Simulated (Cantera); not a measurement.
Charge: 1 mol Cu₂O, 0.96 mol C, 0.38 mol N₂, equilibrated at 100000 Pa.

Method: chemical equilibrium by Gibbs-energy minimisation in Cantera with the NASA 1993 tables (ideal gas, pure condensed phases). Candidate condensed phases: C, Cu, CuO, Cu₂O; 27 gas species. The numbers say what is thermodynamically allowed, not how fast it happens.

Problem. At 1577 °C, list the 4 most abundant gas species with their mole fractions, and the condensed phases.

Solution. CO 0.686, N₂ 0.283, CO₂ 0.0298, Cu 0.000950. Condensed: Cu(l).
